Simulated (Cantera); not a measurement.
# Thermodynamics of metals in furnace atmospheres, feed Ti + H2O + CO

A closed system holds: 1 mol Ti, 0.47 mol H2O, 9.9 mol CO, at 0.00133 bar.

Cantera equilibrium calculation (NASA polynomials, part measured and part estimated; ideal gas, pure solids and liquids). Candidate condensed phases: C, C6H6, C7H8, C8H18, H2O, Ti, TiC, TiO, TiO2, Ti2O3, Ti3O5, Ti4O7; 113 gas species. Mutual solubility and eutectic melting of coexisting phases are not modelled. TiC, TiO: taken at fixed stoichiometry. Condensed phases not in the tables: solid solutions among these carbides, nitrides and lower oxides. Rates play no part.

| T (°C) | x CO | x H2 | x H | x TiO | x Ti | n TiC(s) | n Ti2O3(s) | n TiO(s) |
|---|---|---|---|---|---|---|---|---|
| 1450 | 0.952 | 0.0466 | 0.00108 | 2.17e-6 | 1.34e-7 | 0.412 | 0.294 | 0 |
| 1475 | 0.952 | 0.0465 | 0.00135 | 4.12e-6 | 2.97e-7 | 0.412 | 0.294 | 0 |
| 1500 | 0.953 | 0.0456 | 0.00166 | 7.30e-6 | 6.28e-7 | 0.265 | 0 | 0.735 |
| 1525 | 0.952 | 0.0454 | 0.00206 | 1.24e-5 | 1.28e-6 | 0.265 | 0 | 0.735 |
| 1550 | 0.952 | 0.0452 | 0.00252 | 2.07e-5 | 2.56e-6 | 0.265 | 0 | 0.735 |
| 1575 | 0.952 | 0.0449 | 0.00308 | 3.40e-5 | 5.02e-6 | 0.265 | 0 | 0.735 |
| 1600 | 0.952 | 0.0446 | 0.00373 | 5.52e-5 | 9.65e-6 | 0.265 | 0 | 0.734 |
| 1625 | 0.951 | 0.0442 | 0.00450 | 8.85e-5 | 1.83e-5 | 0.265 | 0 | 0.734 |
| 1650 | 0.951 | 0.0437 | 0.00539 | 0.000140 | 3.39e-5 | 0.265 | 0 | 0.733 |
| 1675 | 0.950 | 0.0431 | 0.00643 | 0.000218 | 6.21e-5 | 0.265 | 0 | 0.732 |
| 1700 | 0.949 | 0.0425 | 0.00762 | 0.000336 | 0.000112 | 0.265 | 0 | 0.731 |
x: gas mole fraction; n: condensed amount in mol.

From 1450 °C to 1475 °C the condensed part is TiC(s) + Ti2O3(s). From 1500 °C to 1700 °C the condensed part is TiC(s) + TiO(s). The main Ti-bearing gas is TiO throughout.
